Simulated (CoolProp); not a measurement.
Vapour-liquid equilibrium of toluene (1) + m-xylene (2) at 0.0076 MPa; x and y are mole fractions of (1).

The numbers come from the multi-fluid Helmholtz-energy mixture model, Lemmon 2006 and Zhou 2012; pair parameters Bell 2016 in CoolProp.

| x | bubble temperature, mixture model (°C) | bubble temperature, Raoult's law (°C) | y, mixture model | y, Raoult's law |
|---|---|---|---|---|
| 0.05 | 61.1 | 61.3 | 0.135 | 0.128 |
| 0.125 | 58.1 | 58.6 | 0.303 | 0.288 |
| 0.2 | 55.4 | 56.1 | 0.437 | 0.417 |
| 0.275 | 52.9 | 53.9 | 0.544 | 0.523 |
| 0.35 | 50.8 | 51.8 | 0.630 | 0.612 |
| 0.425 | 48.8 | 50.0 | 0.699 | 0.686 |
| 0.5 | 47.1 | 48.2 | 0.757 | 0.749 |
| 0.575 | 45.6 | 46.6 | 0.805 | 0.803 |
| 0.65 | 44.3 | 45.1 | 0.847 | 0.849 |
| 0.725 | 43.0 | 43.7 | 0.884 | 0.889 |
| 0.8 | 41.9 | 42.4 | 0.917 | 0.925 |
| 0.875 | 40.8 | 41.1 | 0.949 | 0.956 |
| 0.95 | 39.8 | 39.9 | 0.980 | 0.983 |

The largest gap from Raoult's law is -1.2 K in bubble temperature, at x = 0.425. No azeotrope shows between x = 0.05 and 0.95.

Pair parameters are fitted to limited data, so mixtures are less certain than the pure fluids.
